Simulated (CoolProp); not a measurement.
The numbers come from the reference Helmholtz-energy equation of state, Akasaka 2015 in CoolProp.

Problem. For R245fa, give the phase and the cv (kJ/(kg K)), speed of sound (m/s), Joule-Thomson coefficient (K/MPa), viscosity (µPa s) at 166.85 °C and 151 kPa; 166.85 °C and 1660 kPa.

Solution. 
- 166.85 °C and 151 kPa: gas; cv 1.04, speed of sound 168, Joule-Thomson coefficient 7.59, viscosity 17.4
- 166.85 °C and 1660 kPa: gas; cv 1.08, speed of sound 148, Joule-Thomson coefficient 9.32, viscosity 18.0

Viscosity comes from a separate model (Bell 2016), an estimate that may be off by 10 % or more.
